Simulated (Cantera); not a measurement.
Feed: 1 mol Si3N4, 3.1 mol H2O, 33 mol H2, at 5.70 bar.

These are equilibrium values from Cantera (NASA tables, ideal gas, pure condensed phases), not measurements of a reactor. Candidate condensed phases: H2O, Si, SiO2, Si2N2O, Si3N4; 35 gas species. Mutual solubility and eutectic melting of coexisting phases are not modelled. The tables hold silica as quartz up to 1696 K and as liquid above; real silica turns to tridymite and cristobalite and melts near 1996 K. Kinetics and transport are ignored.

Question: At 1873 K, list the 4 most abundant gas species with their mole fractions, and the condensed phases.

Answer: H2 0.969, N2 0.0282, SiO 0.00200, H2O 0.000729. Condensed: SiO2(condensed) + Si2N2O(s).
